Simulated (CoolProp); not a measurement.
Computed with CoolProp (reference Helmholtz-energy equation of state, Lemmon 2006). It is a short technical equation, of lower accuracy than the large ones.

Problem. Give the vapour pressure (MPa), vapour density (kg/m³), liquid cp (kJ/(kg K)), vapour viscosity (µPa s) of saturated toluene at 184.35, 215.75, 247.25 °C.

Solution. 
```
T (°C)  p (MPa)  vapour density (kg/m³)  liquid cp (kJ/(kg K))  vapour viscosity (µPa s)
------  -------  ----------------------  ---------------------  ------------------------
184.35    0.562                    15.7                   2.31                      10.4
215.75    0.983                    27.8                   2.46                      11.2
247.25     1.61                    47.7                   2.67                      12.2
```

Viscosity comes from a separate model (Avgeri 2015).
